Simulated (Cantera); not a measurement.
A closed system holds: 1 mol Si3N4, 0.023 mol N2O, 6.5 mol H2, held at 1850 K and 0.00840 bar.

Method: chemical equilibrium by Gibbs-energy minimisation in Cantera with the NASA 1993 tables (ideal gas, pure condensed phases). The tables' values for SiN are old estimates; treat these amounts as uncertain. Gases not in the tables: Si2H6 and higher silanes. Kinetics and transport are ignored.

```
species       before     after
----------  --------  --------
H2             0.755     0.757
N2             0.236     0.236
H            0.00511   0.00359
Si          0.000768  0.000379
SiO          0.00268   0.00269
SiN          1.31e-5   9.22e-6
Si2N         2.00e-5   1.40e-5
SiH          6.06e-5   4.27e-5
SiH2         3.18e-5   3.19e-5
Si(l), mol      2.97      2.97
```
Gas species are given as mole fractions.

What was changed between the two runs?
A) temperature from 1850 K to 1250 K
B) pressure from 0.00840 bar to 0.0170 bar
C) temperature from 1850 K to 1175 K
D) temperature from 1850 K to 1598.15 K

B, pressure from 0.00840 bar to 0.0170 bar
